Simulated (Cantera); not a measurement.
A Cantera script and what it prints.

```python
import numpy as np
import cantera as ct

gas_names = """
    CL CL2 H HCL H2 N NH NH2 NH3 N2 N2H2 N2H4 Si SiCL SiCL2 SiCL3 SiCL4 SiH SiHCL3 SiH2 SiH2CL2 SiH3
    SiH3CL SiH4 SiN Si2 Si2N Si3
""".split()
cond_names = """
    NH4CL(a) NH4CL(b) Si(cr) Si(L) Si3N4(a)
""".split()


# ... load() reads the species with a 1 bar reference pressure and builds the phases ...
atoms = {
    'SiHCl3': {'Si': 1, 'H': 1, 'CL': 3},
    'NH3': {'N': 1, 'H': 3},
}
top_T = {'Si3N4(a)': 2400}  # K; cautious upper limits of use, not melting points


# ... equilibrate(T, P, feed) seeds the gas with the atoms and calls Mixture.equilibrate('TP', solver="vcs", rtol=1e-11, max_steps=5000) ...
results = []
feed = {'SiHCl3': 1, 'NH3': 12}  # mol
P = 41000  # Pa
for T in [900, 1100, 1300, 1500, 1700, 1900, 2100]:
    mix = equilibrate(T, P, feed)
    results.append((T, P, feed, dict(zip(mix.species_names, mix.species_moles))))
    x = sorted(zip(gas.X, gas.species_names), reverse=True)
    print(f"T = {T:g} K  P = {P:g} Pa  gas = {mix.phase_moles(0):.4g} mol")
    print("   x: " + "  ".join(f"{s} {v:.3e}" for v, s in x if v > 1e-05))
    print("   condensed (mol): " + ("  ".join(f"{mix.phase(i).name} {mix.phase_moles(i):.4g}"
          for i in range(1, mix.n_phases) if mix.phase_moles(i) > 1e-12) or "none"))
```

Output:

```
T = 900 K  P = 41000 Pa  gas = 25.33 mol
   x: H2 6.719e-01  N2 2.108e-01  HCL 1.168e-01  SiCL4 4.083e-04  NH3 1.256e-04
   condensed (mol): Si3N4(a) 0.3298
T = 1100 K  P = 41000 Pa  gas = 25.33 mol
   x: H2 6.715e-01  N2 2.107e-01  HCL 1.176e-01  SiCL4 1.870e-04  NH3 3.290e-05  SiHCL3 1.574e-05
   condensed (mol): Si3N4(a) 0.3316
T = 1300 K  P = 41000 Pa  gas = 25.33 mol
   x: H2 6.714e-01  N2 2.106e-01  HCL 1.178e-01  SiCL4 1.097e-04  SiHCL3 2.849e-05  SiCL3 1.810e-05  SiCL2 1.772e-05  NH3 1.284e-05
   condensed (mol): Si3N4(a) 0.3319
T = 1500 K  P = 41000 Pa  gas = 25.34 mol
   x: H2 6.716e-01  N2 2.109e-01  HCL 1.168e-01  SiCL2 4.369e-04  SiCL3 9.929e-05  SiCL4 7.167e-05  SiHCL3 4.269e-05  H 2.253e-05
   condensed (mol): Si3N4(a) 0.3278
T = 1700 K  P = 41000 Pa  gas = 25.41 mol
   x: H2 6.738e-01  N2 2.130e-01  HCL 1.083e-01  SiCL2 4.263e-03  SiCL3 2.900e-04  H 1.889e-04  SiHCL3 4.674e-05  SiCL4 3.884e-05  CL 2.361e-05
   condensed (mol): Si3N4(a) 0.2939
T = 1900 K  P = 41000 Pa  gas = 25.63 mol
   x: H2 6.797e-01  N2 2.193e-01  HCL 8.305e-02  SiCL2 1.632e-02  H 1.022e-03  SiCL3 3.508e-04  CL 9.421e-05  SiCL 5.818e-05  SiHCL3 2.636e-05  SiH2 2.356e-05  Si 1.828e-05  SiH2CL2 1.280e-05  SiCL4 1.018e-05
   condensed (mol): Si3N4(a) 0.1895
T = 2100 K  P = 41000 Pa  gas = 26.07 mol
   x: H2 6.693e-01  N2 2.301e-01  HCL 7.643e-02  SiCL2 1.868e-02  H 3.981e-03  SiCL 3.656e-04  CL 3.345e-04  Si 3.254e-04  SiCL3 1.838e-04  SiH2 1.221e-04  SiH 9.248e-05  Si2N 2.489e-05  SiN 2.074e-05
   condensed (mol): Si(L) 0.4821
```

Method: chemical equilibrium by Gibbs-energy minimisation in Cantera with the NASA 1993 tables (ideal gas, pure condensed phases). The tables' values for SiCl, SiCl3, SiN are old estimates; treat these amounts as uncertain. Gases not in the tables: Si2H6 and higher silanes.
